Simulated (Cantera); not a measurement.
**Dilute partial oxidation**

An isothermal, constant-pressure homogeneous reactor starts with CH4 : O2 : N2 = 0.017 : 0.0039 : 1 (molar parts), at 1350 K and 10.0 bar.

Model: GRI-Mech 3.0 (53 species, 325 reactions), integrated in Cantera. GRI-Mech 3.0 stops at C3 and has no aromatics, soot or wall deposition, so with more carbon than oxygen in the feed, carbon stays in small species such as C2H2 where larger ones or solid carbon would form.

```csv
t (s),x CH4,x O2,x CO,x CH2,x HO2,x HCO,x NO
3.00e-5,0.0167,0.00382,<1e-12,<1e-12,1.04e-8,<1e-12,<1e-12
0.000111,0.0167,0.00382,7.94e-12,<1e-12,2.75e-8,<1e-12,<1e-12
0.000412,0.0167,0.00382,6.30e-10,<1e-12,3.57e-8,<1e-12,<1e-12
0.00152,0.0166,0.00382,3.44e-8,1.55e-12,3.13e-8,2.13e-12,<1e-12
0.00565,0.0166,0.00381,7.71e-7,2.22e-12,3.62e-8,1.14e-11,<1e-12
0.0209,0.0165,0.00378,1.38e-5,5.39e-12,5.42e-8,5.36e-11,<1e-12
0.0775,0.0160,0.00354,0.000183,5.21e-11,9.36e-8,1.56e-10,2.12e-12
0.287,0.0123,0.00112,0.00199,7.91e-10,1.07e-7,2.12e-10,1.85e-10
1.06,0.0105,1.98e-5,0.00285,2.83e-11,1.40e-9,5.25e-12,1.19e-10
3.94,0.00899,6.47e-11,0.00282,6.10e-12,<1e-12,4.64e-12,5.20e-12
14.6,0.00625,<1e-12,0.00279,5.05e-12,<1e-12,6.64e-12,<1e-12
54.0,0.00511,<1e-12,0.00308,4.59e-12,<1e-12,8.81e-12,<1e-12
200,0.00524,<1e-12,0.00392,3.77e-12,<1e-12,1.16e-11,<1e-12
```
x: mole fraction; the columns are a selection and need not sum to one.

Equilibrium at this temperature and pressure: CH4 0.00264, O2 <1e-12, CO 0.00751, CH2 <1e-12, HO2 <1e-12, HCO 2.78e-11, NO <1e-12 (gas phase only).
